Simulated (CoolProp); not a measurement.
Vapour-liquid equilibrium of isohexane (1) + benzene (2) at 431.3 K; x and y are mole fractions of (1).

Values from CoolProp's multi-fluid Helmholtz-energy mixture model, Lemmon 2006 and Thol 2012; pair parameters Bell 2016.

Question: Give the bubble pressure and the first vapour's composition at x = 0.05, 0.15, 0.65. Is there an azeotrope?

Answer: x = 0.05: 0.7253 MPa, y = 0.093; x = 0.15: 0.7916 MPa, y = 0.238; x = 0.65: 0.9810 MPa, y = 0.698. No azeotrope shows between x = 0.05 and 0.95.

Pair parameters are fitted to limited data, so mixtures are less certain than the pure fluids.
